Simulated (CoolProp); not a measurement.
Dimethyl carbonate along the isobar 0.101 MPa: fugacity coefficient from the reference equation and from simpler models built on Tc = 283.9 °C, pc = 4.909 MPa, ω = 0.346; each cubic takes its own stable root.

Values from CoolProp's reference Helmholtz-energy equation of state, Zhou 2011.

| T (°C) | phase | reference |
|---|---|---|
| 33.45 | liquid | 0.1091 |
| 45.55 | liquid | 0.1892 |
| 57.65 | liquid | 0.3122 |
| 69.75 | liquid | 0.4929 |
| 81.85 | liquid | 0.7483 |
| 93.95 | gas | 0.9729 |
| 106.05 | gas | 0.9757 |
| 118.25 | gas | 0.9781 |
| 130.35 | gas | 0.9801 |

Question: How far does each simpler model (van der Waals, Redlich-Kwong, Soave-Redlich-Kwong) lie from the reference over these 9 states: mean and median of the absolute difference, and the worst?

Answer: 
- van der Waals: mean 173.3 %, median 31.3 %, worst +794.6 % at 33.45 °C and 0.101 MPa
- Redlich-Kwong: mean 84.4 %, median 30.4 %, worst +243.3 % at 33.45 °C and 0.101 MPa
- Soave-Redlich-Kwong: mean 2.0 %, median 1.9 %, worst -5.2 % at 33.45 °C and 0.101 MPa

At some of these states van der Waals, Redlich-Kwong gives the other phase, because its saturation line lies elsewhere.
